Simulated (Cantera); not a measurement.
Input (Python, Cantera) and output of one run.

```python
import numpy as np
import cantera as ct

gas_names = [...]  # 109 gases of nasa_gas.yaml made of C, Cl, H, Si
cond_names = """
    C(gr) C6H6(L) C7H8(L) C8H18(L),n-octa Si(cr) Si(L) SiC(b)
""".split()


# ... load() reads the species with a 1 bar reference pressure and builds the phases ...
atoms = {
    'SiCl4': {'Si': 1, 'CL': 4},
    'C2H2': {'C': 2, 'H': 2},
    'H2': {'H': 2},
    'C2H4': {'C': 2, 'H': 4},
}
top_T = {'C(gr)': 4500, 'SiC(b)': 3050}  # K; cautious upper limits of use, not melting points


# ... equilibrate(T, P, feed) seeds the gas with the atoms and calls Mixture.equilibrate('TP', solver="vcs", rtol=1e-11, max_steps=5000) ...
results = []
feed = {'SiCl4': 1, 'C2H2': 0.29, 'H2': 1, 'C2H4': 0.017}  # mol
T = 1173  # K
P = 2400  # Pa
mix = equilibrate(T, P, feed)
results.append((T, P, feed, dict(zip(mix.species_names, mix.species_moles))))
x = sorted(zip(gas.X, gas.species_names), reverse=True)
print(f"T = {T:g} K  P = {P:g} Pa  gas = {mix.phase_moles(0):.4g} mol")
print("   x: " + "  ".join(f"{s} {v:.3e}" for v, s in x if v > 1e-06))
print("   condensed (mol): " + ("  ".join(f"{mix.phase(i).name} {mix.phase_moles(i):.4g}"
      for i in range(1, mix.n_phases) if mix.phase_moles(i) > 1e-12) or "none"))
```

Output:

```
T = 1173 K  P = 2400 Pa  gas = 2.583 mol
   x: HCL 3.966e-01  H2 3.116e-01  SiCL4 2.782e-01  SiCL3 6.793e-03  SiHCL3 5.095e-03  SiCL2 1.635e-03  CH4 4.534e-05  SiH2CL2 1.194e-05
   condensed (mol): C(gr) 0.3676  SiC(b) 0.2463
```

Method: chemical equilibrium by Gibbs-energy minimisation in Cantera with the NASA 1993 tables (ideal gas, pure condensed phases). The tables' values for SiCl3 are old estimates; treat these amounts as uncertain.
